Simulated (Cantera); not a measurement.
What does this Cantera script print?

```python
import numpy as np
import cantera as ct

gas = ct.Solution("gri30.yaml")
gas.TPX = 1650, 500000, {'C3H8': 0.56, 'O2': 2.08, 'N2': 7.83}
reactor = ct.IdealGasConstPressureReactor(gas, energy="on", clone=False)
net = ct.ReactorNet([reactor])
net.rtol, net.atol = 1e-08, 1e-16
show = ['C3H8', 'O2', 'CO2', 'NO', 'HCN', 'CH3']
times = np.geomspace(8e-06, 0.2, 13)

steps = ct.SolutionArray(gas, extra=["t"])
rows = []
print(f"{'t/s':>10s}{'T/K':>9s}{'P/Pa':>11s}" + "".join(f"{s:>11s}" for s in show))
for t in times:
    while net.time < t:
        t_next = net.step()
        steps.append(gas.state, t=t_next)
    rows.append([np.interp(t, steps.t, y) for y in (steps.T, steps.P, *steps(*show).X.T)])
    print(f"{t:10.3e}{rows[-1][0]:9.1f}{rows[-1][1]:11.4g}" + "".join(f"{x:11.3e}" for x in rows[-1][2:]))
rate = np.gradient(steps.T, steps.t)
print("integrator steps:", len(steps.t))
if steps.T.max() > steps.T[0] + 200:
    print(f"time of steepest temperature rise: {steps.t[rate.argmax()]:.4e} s")
gas.TPX = 1650, 500000, {'C3H8': 0.56, 'O2': 2.08, 'N2': 7.83}
gas.equilibrate("HP")
print(f"equilibrium (HP): T = {gas.T:.1f} K  " + "  ".join(f"{s} {gas[s].X[0]:.3e}" for s in show))
```

It prints:

```
       t/s      T/K       P/Pa       C3H8         O2        CO2         NO        HCN        CH3
 8.000e-06   1910.1      5e+05  1.374e-03  1.254e-01  2.110e-03  6.267e-08  1.413e-07  3.855e-03
 1.860e-05   2855.8      5e+05  9.797e-38  6.656e-03  4.211e-02  3.950e-04  3.775e-09  1.584e-12
 4.326e-05   2961.6      5e+05  8.149e-37  4.370e-03  4.482e-02  1.142e-03  1.463e-08  2.938e-12
 1.006e-04   2968.5      5e+05  1.243e-36  3.919e-03  4.484e-02  2.509e-03  2.613e-08  3.305e-12
 2.339e-04   2962.4      5e+05  1.438e-36  3.647e-03  4.442e-02  4.313e-03  3.925e-08  3.427e-12
 5.440e-04   2959.1      5e+05  1.550e-36  3.510e-03  4.419e-02  5.255e-03  4.628e-08  3.490e-12
 1.265e-03   2958.8      5e+05  1.559e-36  3.498e-03  4.417e-02  5.335e-03  4.688e-08  3.496e-12
 2.941e-03   2958.8      5e+05  1.559e-36  3.498e-03  4.417e-02  5.335e-03  4.689e-08  3.496e-12
 6.840e-03   2958.8      5e+05  1.559e-36  3.498e-03  4.417e-02  5.335e-03  4.689e-08  3.496e-12
 1.591e-02   2958.8      5e+05  1.559e-36  3.498e-03  4.417e-02  5.335e-03  4.689e-08  3.496e-12
 3.699e-02   2958.8      5e+05  1.559e-36  3.498e-03  4.417e-02  5.335e-03  4.689e-08  3.496e-12
 8.601e-02   2958.8      5e+05  1.559e-36  3.498e-03  4.417e-02  5.335e-03  4.689e-08  3.496e-12
 2.000e-01   2958.8      5e+05  1.559e-36  3.498e-03  4.417e-02  5.335e-03  4.689e-08  3.496e-12
integrator steps: 1651
time of steepest temperature rise: 9.0870e-06 s
equilibrium (HP): T = 2958.8 K  C3H8 2.422e-36  O2 3.498e-03  CO2 4.417e-02  NO 5.335e-03  HCN 4.689e-08  CH3 4.220e-12
```

Model: GRI-Mech 3.0 (53 species, 325 reactions), integrated in Cantera. GRI-Mech 3.0 was tuned for natural gas; its chemistry of propane as a main component is partial and can be far from experiment.
